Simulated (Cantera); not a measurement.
What does this Cantera script print?

```python
import numpy as np
import cantera as ct

gas = ct.Solution("h2o2.yaml")
gas.TPX = 373, 43000, {'H2': 1, 'O2': 0.781, 'N2': 2.94}
flame = ct.FreeFlame(gas, width=0.072)
flame.set_refine_criteria(ratio=3, slope=0.08, curve=0.16)
flame.transport_model = "mixture-averaged"
flame.solve(loglevel=0, auto=True)
z, T = flame.grid, flame.T
thick = (T[-1] - T[0]) / np.gradient(T, z).max()
show = ['H2', 'O2', 'O', 'H2O2', 'H', 'H2O']
print(f"laminar burning velocity  {flame.velocity[0] * 100:.3f} cm/s")
print(f"burnt temperature         {T[-1]:.1f} K")
print(f"thermal thickness         {thick * 1e3:.4f} mm")
print(f"grid points               {len(z)}")
z0 = z[flame.heat_release_rate.argmax()]
print(f"{'z/mm':>9s}{'T/K':>9s}{'u/(m/s)':>9s}" + "".join(f"{s:>11s}" for s in show))
rows = []
for k in (-3, -2, -1.5, -1, -0.5, -0.25, 0, 0.25, 0.5, 1, 2, 4, 8):
    zz = z0 + k * thick
    rows.append([k * thick, np.interp(zz, z, T), np.interp(zz, z, flame.velocity),
                 *(np.interp(zz, z, flame.X[gas.species_index(s)]) for s in show)])
    print(f"{rows[-1][0] * 1e3:9.3f}{rows[-1][1]:9.1f}{rows[-1][2]:9.3f}" + "".join(f"{x:11.3e}" for x in rows[-1][3:]))
```

Result:

```
laminar burning velocity  174.760 cm/s
burnt temperature         1946.9 K
thermal thickness         1.0535 mm
grid points               105
     z/mm      T/K  u/(m/s)         H2         O2          O       H2O2          H        H2O
   -3.160    373.0    1.748  2.118e-01  1.654e-01  1.285e-12  1.000e-12  1.073e-15  2.035e-10
   -2.107    373.0    1.747  2.118e-01  1.654e-01  6.046e-11  8.633e-11  5.113e-14  1.371e-08
   -1.580    373.0    1.747  2.116e-01  1.655e-01  5.265e-10  1.064e-09  4.672e-13  1.487e-07
   -1.053    373.4    1.746  2.102e-01  1.658e-01  1.149e-08  4.866e-08  8.564e-11  5.195e-06
   -0.527    408.4    1.875  1.934e-01  1.684e-01  2.669e-06  1.929e-05  1.290e-05  1.750e-03
   -0.263    673.7    2.997  1.509e-01  1.629e-01  1.627e-04  4.001e-05  2.319e-03  2.739e-02
    0.000   1052.4    4.574  8.520e-02  1.339e-01  2.911e-03  5.383e-06  1.342e-02  9.400e-02
    0.263   1321.1    5.703  3.367e-02  9.405e-02  8.245e-03  3.347e-06  2.174e-02  1.624e-01
    0.527   1466.7    6.309  1.709e-02  7.750e-02  1.016e-02  2.107e-06  2.016e-02  1.893e-01
    1.053   1612.1    6.891  1.195e-02  7.138e-02  8.961e-03  1.034e-06  1.337e-02  2.023e-01
    2.107   1741.0    7.389  8.720e-03  6.892e-02  6.259e-03  5.080e-07  6.948e-03  2.119e-01
    4.214   1839.6    7.760  5.228e-03  6.767e-02  3.598e-03  2.770e-07  2.812e-03  2.203e-01
    8.428   1900.6    7.984  2.548e-03  6.741e-02  1.715e-03  1.627e-07  8.884e-04  2.264e-01
```

Detailed kinetics in Cantera: the H2/O2 subset of GRI-Mech 3.0, which has no nitrogen chemistry. Burning velocities carry a grid error of a few per cent, more on coarse grids. Lean hydrogen flames are cellular in practice and burn faster than this planar one.
